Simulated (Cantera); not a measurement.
# Stirred combustor or abatement burner

A perfectly stirred reactor is fed with 3.07 % CH4, 0.368 % C2H6, 4.30 % C3H8, 19.3 % O2, 72.4 % N2, 0.583 % H2O, equivalence ratio 1.5, at 5.00 bar; it is adiabatic with a 425 K inlet, and is followed from long to short residence time, starting on the burning branch (τ in s: 0.47, 0.11, 0.025, 0.0059, 0.0014, 0.00032, 7.4e-05, 1.7e-05, 4e-06).

Computed with Cantera and GRI-Mech 3.0 (53 species, 325 reactions). GRI-Mech 3.0 was tuned for natural gas; its chemistry of propane as a main component is partial and can be far from experiment.

| τ (s) | T (K) | x CH4 | x C2H6 | x C3H8 | x CH3 | x NO | x NO2 |
|---|---|---|---|---|---|---|---|
| 0.47 | 2039 | 0.000139 | 1.16e-8 | 4.54e-8 | 1.15e-5 | 2.93e-5 | 1.03e-10 |
| 0.11 | 2041 | 0.000449 | 8.17e-8 | 1.88e-7 | 4.04e-5 | 4.66e-5 | 2.16e-10 |
| 0.025 | 2043 | 0.00114 | 5.51e-7 | 7.83e-7 | 0.000120 | 5.66e-5 | 4.79e-10 |
| 0.0059 | 2043 | 0.00202 | 2.60e-6 | 3.05e-6 | 0.000279 | 5.26e-5 | 1.03e-9 |
| 0.0014 | 2028 | 0.00286 | 9.86e-6 | 1.17e-5 | 0.000553 | 4.14e-5 | 2.14e-9 |
| 0.00032 | 1971 | 0.00409 | 4.25e-5 | 5.19e-5 | 0.00102 | 2.07e-5 | 3.80e-9 |
| 7.4e-5 | 425 | 0.0307 | 0.00368 | 0.0430 | <1e-12 | <1e-12 | <1e-12 |
| 1.7e-5 | 425 | 0.0307 | 0.00368 | 0.0430 | <1e-12 | <1e-12 | <1e-12 |
| 4.0e-6 | 425 | 0.0307 | 0.00368 | 0.0430 | <1e-12 | <1e-12 | <1e-12 |
x: mole fraction; the columns are a selection and need not sum to one.
